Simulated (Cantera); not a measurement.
What does this Cantera script print?

```python
import numpy as np
import cantera as ct

gas_names = """
    F FO FO2 F2 F2O H HF HOF HO2 H2 H2F2 H2O H2O2 H3F3 H4F4 H5F5 H6F6 H7F7 Mg MgF MgF2 MgH MgO MgOH
    MgO2H2 Mg2 Mg2F4 O OH O2 O3
""".split()
cond_names = """
    H2O(s) H2O(L) Mg(cr) Mg(L) MgF2(s) MgF2(L) MgO(s) MgO(L) MgO2H2(s)
""".split()


# ... load() reads the species with a 1 bar reference pressure and builds the phases ...
atoms = {
    'MgO': {'Mg': 1, 'O': 1},
    'HF': {'H': 1, 'F': 1},
    'H2': {'H': 2},
}
top_T = {}  # K; cautious upper limits of use, not melting points


# ... equilibrate(T, P, feed) seeds the gas with the atoms and calls Mixture.equilibrate('TP', solver="vcs", rtol=1e-11, max_steps=5000) ...
results = []
feed = {'MgO': 1, 'HF': 4.6, 'H2': 11}  # mol
P = 7300  # Pa
for T in [1148, 1223, 1298, 1373, 1448, 1523, 1598, 1673, 1748]:
    mix = equilibrate(T, P, feed)
    results.append((T, P, feed, dict(zip(mix.species_names, mix.species_moles))))
    x = sorted(zip(gas.X, gas.species_names), reverse=True)
    print(f"T = {T:g} K  P = {P:g} Pa  gas = {mix.phase_moles(0):.4g} mol")
    print("   x: " + "  ".join(f"{s} {v:.3e}" for v, s in x if v > 1e-05))
    print("   condensed (mol): " + ("  ".join(f"{mix.phase(i).name} {mix.phase_moles(i):.4g}"
          for i in range(1, mix.n_phases) if mix.phase_moles(i) > 1e-12) or "none"))
```

It prints:

```
T = 1148 K  P = 7300 Pa  gas = 14.6 mol
   x: H2 7.534e-01  HF 1.781e-01  H2O 6.849e-02
   condensed (mol): MgF2(s) 1
T = 1223 K  P = 7300 Pa  gas = 14.6 mol
   x: H2 7.534e-01  HF 1.781e-01  H2O 6.849e-02
   condensed (mol): MgF2(s) 1
T = 1298 K  P = 7300 Pa  gas = 14.6 mol
   x: H2 7.534e-01  HF 1.781e-01  H2O 6.849e-02
   condensed (mol): MgF2(s) 0.9999
T = 1373 K  P = 7300 Pa  gas = 14.6 mol
   x: H2 7.534e-01  HF 1.781e-01  H2O 6.849e-02  MgF2 4.781e-05  H 1.070e-05
   condensed (mol): MgF2(s) 0.9993
T = 1448 K  P = 7300 Pa  gas = 14.66 mol
   x: H2 7.503e-01  HF 1.851e-01  H2O 6.433e-02  MgF2 2.597e-04  H 2.955e-05
   condensed (mol): MgF2(s) 0.9393  MgO(s) 0.05686
T = 1523 K  P = 7300 Pa  gas = 15.01 mol
   x: H2 7.328e-01  HF 2.255e-01  H2O 4.046e-02  MgF2 1.185e-03  H 7.322e-05
   condensed (mol): MgF2(s) 0.5895  MgO(s) 0.3927
T = 1598 K  P = 7300 Pa  gas = 15.25 mol
   x: H2 7.212e-01  HF 2.478e-01  H2O 2.693e-02  MgF2 3.889e-03  H 1.673e-04  MgF 1.767e-05
   condensed (mol): MgF2(L) 0.351  MgO(s) 0.5893
T = 1673 K  P = 7300 Pa  gas = 15.5 mol
   x: H2 7.096e-01  HF 2.608e-01  H2O 1.809e-02  MgF2 1.097e-02  H 3.551e-04  MgF 9.609e-05  Mg 2.951e-05
   condensed (mol): MgF2(L) 0.1083  MgO(s) 0.7196
T = 1748 K  P = 7300 Pa  gas = 15.61 mol
   x: H2 7.041e-01  HF 2.591e-01  H2O 1.808e-02  MgF2 1.764e-02  H 7.096e-04  MgF 2.979e-04  Mg 1.290e-04
   condensed (mol): MgO(s) 0.7178
```

These are equilibrium values from Cantera (NASA tables, ideal gas, pure condensed phases), not measurements of a reactor. Mutual solubility and eutectic melting of coexisting phases are not modelled.
